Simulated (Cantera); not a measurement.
What does this Cantera script print?

```python
import numpy as np
import cantera as ct

gas_names = """
    CL CL2 H HCL H2 N NH NH2 NH3 N2 N2H2 N2H4 Si SiCL SiCL2 SiCL3 SiCL4 SiH SiHCL3 SiH2 SiH2CL2 SiH3
    SiH3CL SiH4 SiN Si2 Si2N Si3
""".split()
cond_names = """
    NH4CL(a) NH4CL(b) Si(cr) Si(L) Si3N4(a)
""".split()


def load(file, names, dense=False):
    # The tables refer to 1 bar. Condensed volumes are neglected.
    table = {s.name: s for s in ct.Species.list_from_file(file)}
    out = []
    for n in names:
        d = dict(table[n].input_data)
        d["thermo"] = dict(d["thermo"], **{"reference-pressure": 1e5})
        if dense:
            d["equation-of-state"] = {"model": "constant-volume", "density": "1e6 g/cm^3"}
        out.append(ct.Species.from_dict(d))
    return out


gas = ct.Solution(thermo="ideal-gas", species=load("nasa_gas.yaml", gas_names))
cond = {s.name: ct.Solution(thermo="fixed-stoichiometry", species=[s], name=s.name)
        for s in load("nasa_condensed.yaml", cond_names, dense=True)}
atoms = {
    'SiCl4': {'Si': 1, 'CL': 4},
    'N2': {'N': 2},
    'NH3': {'N': 1, 'H': 3},
}
top_T = {'Si3N4(a)': 2400}  # K; cautious upper limits of use, not melting points


def equilibrate(T, P, feed):
    n = {}
    for name, mol in feed.items():
        for a, k in atoms[name].items():
            n[a] = n.get(a, 0.0) + k * mol
    gas.TPX = T, P, n
    mass = sum(n.values()) * gas.mean_molecular_weight
    gas.equilibrate("TP")
    valid = [c for c in cond.values() if c.min_temp <= T <= top_T.get(c.name, c.max_temp)]
    mix = ct.Mixture([(gas, mass / gas.mean_molecular_weight)] + [(c, 0.0) for c in valid])
    mix.T, mix.P = T, P
    mix.equilibrate("TP", solver="vcs", rtol=1e-11, max_steps=5000)
    return mix


results = []
feed = {'SiCl4': 1, 'N2': 18, 'NH3': 0.13}  # mol
T = 1025  # K
P = 100000  # Pa
mix = equilibrate(T, P, feed)
results.append((T, P, feed, dict(zip(mix.species_names, mix.species_moles))))
x = sorted(zip(gas.X, gas.species_names), reverse=True)
print(f"T = {T:g} K  P = {P:g} Pa  gas = {mix.phase_moles(0):.4g} mol")
print("   x: " + "  ".join(f"{s} {v:.3e}" for v, s in x if v > 1e-06))
print("   condensed (mol): " + ("  ".join(f"{mix.phase(i).name} {mix.phase_moles(i):.4g}"
      for i in range(1, mix.n_phases) if mix.phase_moles(i) > 1e-12) or "none"))
```

Output:

```
T = 1025 K  P = 100000 Pa  gas = 19.29 mol
   x: N2 9.334e-01  SiCL4 4.719e-02  HCL 1.851e-02  H2 8.432e-04  SiHCL3 1.847e-05  SiCL3 1.514e-05
   condensed (mol): Si3N4(a) 0.02971
```

These are equilibrium values from Cantera (NASA tables, ideal gas, pure condensed phases), not measurements of a reactor. The tables' values for SiCl3 are old estimates; treat these amounts as uncertain.
